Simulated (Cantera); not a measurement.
Input (Python, Cantera) and output of one run.

```python
import numpy as np
import cantera as ct

gas_names = [...]  # 95 gases of nasa_gas.yaml made of C, F, H
cond_names = """
    C(gr) C6H6(L) C7H8(L) C8H18(L),n-octa
""".split()


# ... load() reads the species with a 1 bar reference pressure and builds the phases ...
atoms = {
    'CH2F2': {'C': 1, 'H': 2, 'F': 2},
    'CH4': {'C': 1, 'H': 4},
}
top_T = {'C(gr)': 4500}  # K; cautious upper limits of use, not melting points


# ... equilibrate(T, P, feed) seeds the gas with the atoms and calls Mixture.equilibrate('TP', solver="vcs", rtol=1e-11, max_steps=5000) ...
results = []
feed = {'CH2F2': 1, 'CH4': 0.036}  # mol
P = 13332.2  # Pa
for T in [2748, 2823, 2898, 2973, 3048, 3123, 3198, 3273]:
    mix = equilibrate(T, P, feed)
    results.append((T, P, feed, dict(zip(mix.species_names, mix.species_moles))))

top = {s: max(r[3][s] / sum(r[3][g] for g in gas_names) for r in results) for s in gas_names}
cols = sorted((s for s in top if top[s] > 1e-06), key=lambda s: -top[s])[:5]
seen = [c for c in cond_names if any(r[3].get(c, 0) > 1e-12 for r in results)]
print("log10 of partial pressures in bar; condensed amounts in mol")
print(f"{'T/K':>10s}" + "".join(f"{s[:9]:>10s}" for s in cols + seen))
for T, P, feed, n in results:
    ng = sum(n[g] for g in gas_names)
    print(f"{T:10.4g}" + "".join(f"{np.log10(max(n[s] / ng * P / 1e5, 1e-99)):10.3f}" for s in cols)
          + "".join(f"{n.get(c, 0):10.4g}" for c in seen))
```

Output:

```
log10 of partial pressures in bar; condensed amounts in mol
       T/K        HF         H         F        C3        H2     C(gr)
      2748    -0.900    -2.433    -3.227    -4.784    -2.531     1.031
      2823    -0.904    -2.340    -3.025    -4.379    -2.575     1.028
      2898    -0.909    -2.252    -2.833    -3.995    -2.620     1.023
      2973    -0.916    -2.169    -2.653    -3.632    -2.662     1.012
      3048    -0.926    -2.088    -2.487    -3.287    -2.698    0.9903
      3123    -0.941    -2.008    -2.336    -2.960    -2.728    0.9473
      3198    -0.963    -1.930    -2.201    -2.648    -2.754    0.8628
      3273    -0.994    -1.857    -2.083    -2.352    -2.779     0.696
```

Method: chemical equilibrium by Gibbs-energy minimisation in Cantera with the NASA 1993 tables (ideal gas, pure condensed phases).
